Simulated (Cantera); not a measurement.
Low-pressure radical oxidation in H2/O2

A perfectly stirred reactor is fed with H₂ : O₂ = 0.32 : 1 (molar parts), at 0.00454 atm; it is held at 1150 K, and followed from long to short residence time.

Computed with Cantera and GRI-Mech 3.0 (53 species, 325 reactions). Radical loss at walls, strong at low pressure, is not modelled. The temperature is held fixed by assumption; the heat of reaction is taken as removed at once.

```tsv
τ (s)	x H₂	x O₂	x H	x H₂O	x O	x OH
4.8	0.000888	0.720	0.000976	0.272	0.00350	0.00234
1.6	0.00178	0.716	0.00287	0.269	0.00714	0.00335
0.53	0.00351	0.708	0.00820	0.261	0.0143	0.00474
0.17	0.00665	0.692	0.0222	0.245	0.0274	0.00651
0.058	0.0110	0.670	0.0468	0.220	0.0445	0.00816
0.019	0.0169	0.651	0.0736	0.191	0.0579	0.00949
0.0064	0.0278	0.647	0.0875	0.168	0.0586	0.0108
0.0021	0.0545	0.660	0.0855	0.140	0.0480	0.0120
0.00070	0.117	0.693	0.0599	0.0905	0.0294	0.0108
```
x: mole fraction; the columns are a selection and need not sum to one.
